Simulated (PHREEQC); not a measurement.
**Acid rinse or clean: speciation**

Solution (25 °C and 300 atm): 0.13 mol/kgw HF, 0.0016 mol/kgw CaCl2 and 4.6e-05 mol/kgw KCl. Closed to the air; pH follows from the charge balance.

The numbers come from PHREEQC with the ion-association model, phreeqc.dat.

Precipitation was switched off in this run.

Q: Predict the pH.

A: pH 1.95.

Q: In which forms is F present?

A: HF 88 %, F- 7.0 %, HF2- 5.4 % of the F.

Examples of supersaturated solids here: Fluorite. Others may be too. Complexes and solids missing from the database can't appear. Under pressure, the constants of complexes without a molar volume in the database are unreliable.
